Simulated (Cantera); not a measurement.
**Carbon deposition, reforming and gasification: n-butane + H2 + NH3**

A closed system holds: 1 mol n-butane, 1 mol H2, 0.46 mol NH3, held at 1.20 bar.

Cantera equilibrium calculation (NASA polynomials, part measured and part estimated; ideal gas, pure solids and liquids). Candidate condensed phases: C, C6H6, C7H8, C8H18; 92 gas species. Kinetics and transport are ignored.

From 1773 K to 2223 K the condensed part is C(graphite). The main C-bearing gas is HCN at 1773 K and C2H2 (acetylene) at 2223 K. The share of C in condensed phases is highest at 1773 K (99.6 %) and lowest at 2223 K (97.9 %).

```
T (K)   x H2    x N2       x H     x HCN  x C2H2 (acetylene)     x CH4  n C(graphite)
-----  -----  ------  --------  --------  ------------------  --------  -------------
1773   0.965  0.0328  0.000255  0.000955            0.000135  0.000942           3.98
1848   0.965  0.0325  0.000475   0.00137            0.000248  0.000735           3.98
1923   0.964  0.0322  0.000844   0.00190            0.000435  0.000586           3.98
1998   0.963  0.0319   0.00144   0.00256            0.000730  0.000475           3.97
2073   0.961  0.0314   0.00235   0.00338             0.00118  0.000390           3.96
2148   0.959  0.0308   0.00373   0.00436             0.00184  0.000325           3.94
2223   0.955  0.0302   0.00571   0.00551             0.00277  0.000274           3.92
```
x: gas mole fraction; n: condensed amount in mol.
